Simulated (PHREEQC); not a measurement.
Make-up at 20 °C: 0.003 mol CuCl2, 3.8e-05 mol H2SO4 and 0.00097 mol FeCl3 per kg of water. Closed to the air; pH follows from the charge balance.

Model: ion-association model, phreeqc.dat, run in PHREEQC.

```
quantity                      before     after
--------------------------  --------  --------
pH                              3.05      2.93
ionic strength (mol/kgw)      0.0132    0.0155
FeOH+2 (mol/kgw)            0.000577  0.000809
Fe+3 (mol/kgw)              0.000167  0.000316
Fe(OH)2+ (mol/kgw)          0.000127  0.000132
CuCl+ (mol/kgw)              3.55e-5   4.00e-5
SI of Fe(OH)3(a) (Fe(OH)3)     +0.10     -0.01
SI of Goethite (FeOOH)         +5.81     +5.70
```

### Question
Name the change that produced these shifts.
(A) FeCl3 from 0.00097 to 0.00146 mol/kgw
(B) H2SO4 from 3.8e-05 to 1.9e-05 mol/kgw
(C) diluted 10-fold with water
(D) CuCl2 from 0.003 to 0.0006 mol/kgw
(E) diluted 100-fold with water

### Answer
A, FeCl3 from 0.00097 to 0.00146 mol/kgw

No solid was allowed to form. Some of these states are supersaturated (in Fe(OH)3(a), Hematite (slow to form), Goethite (slow to form), for instance).
